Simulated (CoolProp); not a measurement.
The numbers come from the reference Helmholtz-energy equation of state, Lemmon 2009 in CoolProp.

### Question
For propane, give the phase and the Prandtl number at 620 K and 164 kPa; 620 K and 276 kPa.

### Answer
- 620 K and 164 kPa: gas; Prandtl number 0.695
- 620 K and 276 kPa: gas; Prandtl number 0.695

Viscosity comes from a separate model (Vogel 1998). Thermal conductivity comes from a separate model (Marsh 2002).
